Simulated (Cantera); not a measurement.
Equilibrium for carbon deposition, reforming and gasification: CH4 + NH3 + CO2

A closed system holds: 1 mol CH4, 0.12 mol NH3, 0.12 mol CO2, equilibrated at 1000 Pa.

Cantera equilibrium calculation (NASA polynomials, part measured and part estimated; ideal gas, pure solids and liquids). Candidate condensed phases: C, C6H6, C7H8, C8H18, H2O; 136 gas species. Kinetics and transport are ignored.

From 652 °C to 1552 °C the condensed part is C(graphite). The main C-bearing gas is CO throughout.

```tsv
T (°C)	x H2	x CO	x N2	x H	x CH4	x H2O	n C(graphite)
652	0.877	0.0953	0.0243	2.44e-9	0.00175	0.00124	0.879
802	0.879	0.0967	0.0242	1.38e-7	0.000348	0.000107	0.879
952	0.879	0.0968	0.0242	2.92e-6	0.000101	1.67e-5	0.880
1102	0.879	0.0968	0.0242	3.21e-5	3.84e-5	3.91e-6	0.880
1252	0.879	0.0968	0.0241	0.000222	1.76e-5	1.22e-6	0.879
1402	0.878	0.0967	0.0239	0.00109	9.28e-6	4.72e-7	0.879
1552	0.874	0.0966	0.0236	0.00412	5.42e-6	2.13e-7	0.876
```
x: gas mole fraction; n: condensed amount in mol.
